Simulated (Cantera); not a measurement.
Dilute partial oxidation

An isothermal, constant-pressure homogeneous reactor starts with 2.41 % CH3OH, 1.06 % O2, 96.5 % N2, equivalence ratio 3.4, at 1598 K and 4.84 atm.

Cantera simulation using GRI-Mech 3.0 (53 species, 325 reactions); the numbers are that mechanism's predictions, not measurements. GRI-Mech 3.0 was tuned for natural gas; its chemistry of methanol as a main component is partial and can be far from experiment.

```
t (s)      x CH3OH      x O2     x HO2    x C2H4      x NO       x H
--------  --------  --------  --------  --------  --------  --------
2.00e-6     0.0240    0.0106   2.42e-5   2.09e-8  3.96e-11   1.86e-6
1.38e-5     0.0224    0.0101  0.000233   4.78e-7   1.49e-9   8.45e-6
9.46e-5    2.76e-8  0.000477   6.01e-7   2.23e-8   3.05e-7   0.00433
0.000650  4.06e-10   4.75e-8  8.08e-11   4.13e-9   8.08e-7  0.000489
0.00447   8.33e-11  8.31e-10  1.08e-12   3.97e-9   5.66e-7   6.69e-5
0.0308    1.44e-11  1.84e-11    <1e-12   3.79e-9   1.94e-7   1.01e-5
0.211     6.10e-12  2.81e-12    <1e-12   3.46e-9   2.13e-8   4.21e-6
1.45      6.31e-12  2.77e-12    <1e-12   2.04e-9   6.15e-9   4.17e-6
10.0      3.80e-12  2.76e-12    <1e-12  5.64e-11   7.94e-9   4.17e-6
```
x: mole fraction; the columns are a selection and need not sum to one.

Equilibrium at this temperature and pressure: CH3OH <1e-12, O2 2.76e-12, HO2 <1e-12, C2H4 <1e-12, NO 7.60e-9, H 4.18e-6 (gas phase only).
